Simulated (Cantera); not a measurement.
**Adiabatic ignition**

An adiabatic, constant-pressure homogeneous reactor starts with 11.2 % CH₄, 18.7 % O₂, 70.1 % N₂, at 1275 K and 1.01 bar.

Cantera simulation using GRI-Mech 3.0 (53 species, 325 reactions); the numbers are that mechanism's predictions, not measurements.

```csv
t (s),T (K),x CH₄,x O₂,x CO,x HCO,x NO
9.00e-6,1275,0.112,0.187,<1e-12,<1e-12,<1e-12
3.49e-5,1275,0.112,0.187,1.40e-12,<1e-12,<1e-12
0.000136,1275,0.112,0.187,9.54e-11,<1e-12,<1e-12
0.000527,1275,0.112,0.187,1.07e-8,3.14e-12,<1e-12
0.00204,1275,0.112,0.187,1.92e-6,1.35e-10,<1e-12
0.00794,1279,0.111,0.186,0.000121,2.18e-9,<1e-12
0.0308,2672,<1e-12,0.00514,0.0577,5.84e-8,0.00437
0.120,2672,<1e-12,0.00514,0.0577,5.84e-8,0.00438
0.464,2672,<1e-12,0.00514,0.0577,5.84e-8,0.00438
1.80,2672,<1e-12,0.00514,0.0577,5.84e-8,0.00438
7.00,2672,<1e-12,0.00514,0.0577,5.84e-8,0.00438
```
x: mole fraction; the columns are a selection and need not sum to one.

The time of steepest temperature rise is 17.8 ms and the temperature at 7.00 s is 2672 K. The equilibrium temperature comes out as 2672 K, the x(CH₄) at 7.00 s comes out as <1e-12 (gas-phase equilibrium <1e-12) and the x(O₂) at 7.00 s is 0.00514 (gas-phase equilibrium 0.00514). The x(CO) at 7.00 s is 0.0577 (gas-phase equilibrium 0.0577).
